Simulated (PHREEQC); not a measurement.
Consider water at 85 °C with 0.0061 mol ZnCl2 and 0.17 mol H3BO3 per kg of water. Closed to the air; pH follows from the charge balance.

All values are PHREEQC results (ion-association model, phreeqc.dat), not measurements.

Each row changes one thing in this solution. Precipitation was switched off in this run.

```
case                                          pH  ionic strength (mol/kgw)
------------------------------------  ----------  ------------------------
as made                                     4.70                    0.0166
diluted 5-fold with water             (withheld)                   0.00356
ZnCl2 left out                        (withheld)                   1.57e-5
H3BO3 left out                              4.91                    0.0166
ZnCl2 from 0.0061 to 0.00305 mol/kgw  (withheld)                   0.00864
```

Question: Complete the blanks.

Answer: 
- diluted 5-fold with water, pH: 5.02
- ZnCl2 left out, pH: 4.81
- ZnCl2 from 0.0061 to 0.00305 mol/kgw, pH: 4.74

Complexes and solids missing from the database can't appear. At this temperature some constants are extrapolated from 25 °C, and those without enthalpy data are left unchanged.
